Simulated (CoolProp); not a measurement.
Vapour-liquid equilibrium of 1-butene (1) + n-perfluorobutane (2) at 340 K; x and y are mole fractions of (1).

The numbers come from the multi-fluid Helmholtz-energy mixture model, Lemmon 2005 and Gao 2022; pair parameters Bell 2016 in CoolProp.

```csv
x,bubble pressure (MPa),y at the bubble point,dew pressure at overall composition x (MPa),liquid density (mol/L)
0.05,0.9279,0.106,0.8859,5.558
0.125,1.047,0.241,0.9432,5.668
0.2,1.157,0.347,1.008,5.781
0.275,1.247,0.427,1.080,5.903
0.35,1.311,0.486,1.160,6.043
0.425,1.352,0.528,1.244,6.211
0.5,1.373,0.560,1.326,6.422
0.575,1.379,0.583,1.378,6.689
0.65,1.376,0.601,1.329,7.020
0.725,1.366,0.618,1.222,7.422
0.8,1.340,0.641,1.118,7.893
0.875,1.275,0.689,1.025,8.430
0.95,1.109,0.807,0.9432,9.028
```

y crosses x between x = 0.575 and 0.65: the model has an azeotrope there.

The pair parameters rest on a limited set of measurements; away from them the model extrapolates. With so large a gap from Raoult's law the liquid may split in two, which this calculation doesn't test in full.
